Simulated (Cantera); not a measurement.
Feed: 1 mol Si₃H₈, 3.6 mol N₂, equilibrated at 1.33 mbar.

Cantera equilibrium calculation (NASA polynomials, part measured and part estimated; ideal gas, pure solids and liquids). Candidate condensed phases: Si, Si₃N₄; 18 gas species. The feed counts by its element totals alone. N₂ is the only nitrogen source here; it is nearly inert below about 1500 K, so the nitride shown seldom forms there in practice. Rates play no part.

**Question.** At 1423 K, list the 3 most abundant gas species with their mole fractions, and the condensed phases.

**Answer.** H₂ 0.714, N₂ 0.286, H 0.000154. Condensed: Si₃N₄(s).
